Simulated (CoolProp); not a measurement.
A single-stage vapour-compression cycle with the fluid: evaporating at 279.15 K (dew point), condensing at 312.15 K (bubble point), superheat 8 K, subcooling 2 K, compressor efficiency 0.65, no pressure losses. The same conditions are run with several fluids, on thermodynamics alone (safety and materials aside).

Computed with CoolProp (reference Helmholtz-energy equation of state of each fluid (chloromethane (R40): Thol 2014; R124: de Vries 1995; ammonia: Gao 2020; R21: Platzer 1990; R141b: Lemmon 2006; n-perfluoropentane: Gao 2022)). The equations of Platzer and Polt are older, rougher fits.

| fluid | cooling COP | pressure ratio | discharge temperature (K) | refrigerating effect (kJ/kg) | volumetric capacity (kJ/m³) |
|---|---|---|---|---|---|
| chloromethane (R40) | 4.83 | 2.67 | 375.8 | 353 | 2550 |
| R124 | 4.78 | 2.84 | 329.0 | 128 | 1590 |
| ammonia | 4.75 | 2.83 | 395.4 | 1110 | 4560 |
| R21 | 4.98 | 3.17 | 359.5 | 213 | 858 |
| R141b | 5.03 | 3.50 | 341.4 | 205 | 375 |
| n-perfluoropentane | 4.51 | 3.61 | 312.1 | 71.2 | 348 |

The compression ends wet for: n-perfluoropentane.
